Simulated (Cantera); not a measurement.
## S + H2 + N2 (abatement and gas-phase synthesis)

Input: 1 mol S, 0.071 mol H2, 9.5 mol N2, equilibrated at 0.100 bar.

These are equilibrium values from Cantera (NASA tables, ideal gas, pure condensed phases), not measurements of a reactor. Candidate condensed phases: S; 15 gas species. Rates play no part.

From 2600 K to 3350 K nothing is condensed.

| T (K) | log p N2 | log p S | log p S2 | log p H | log p H2 | log p SH | log p N | log p SN |
|---|---|---|---|---|---|---|---|---|
| 2600 | -1.03 | -2.45 | -2.53 | -3.19 | -3.56 | -3.74 | -6.66 | -5.10 |
| 2675 | -1.04 | -2.36 | -2.59 | -3.12 | -3.66 | -3.79 | -6.39 | -5.02 |
| 2750 | -1.04 | -2.28 | -2.67 | -3.05 | -3.77 | -3.85 | -6.14 | -4.95 |
| 2825 | -1.04 | -2.22 | -2.77 | -3.00 | -3.91 | -3.92 | -5.90 | -4.90 |
| 2900 | -1.04 | -2.17 | -2.88 | -2.97 | -4.05 | -4.02 | -5.67 | -4.86 |
| 2975 | -1.04 | -2.13 | -3.00 | -2.94 | -4.21 | -4.12 | -5.45 | -4.83 |
| 3050 | -1.05 | -2.10 | -3.13 | -2.92 | -4.37 | -4.24 | -5.24 | -4.81 |
| 3125 | -1.05 | -2.08 | -3.27 | -2.91 | -4.53 | -4.36 | -5.04 | -4.80 |
| 3200 | -1.05 | -2.06 | -3.41 | -2.90 | -4.69 | -4.48 | -4.85 | -4.79 |
| 3275 | -1.05 | -2.05 | -3.56 | -2.89 | -4.85 | -4.60 | -4.67 | -4.79 |
| 3350 | -1.05 | -2.05 | -3.70 | -2.89 | -5.01 | -4.73 | -4.50 | -4.79 |
log p: log10 of the partial pressure in bar; nothing condenses.
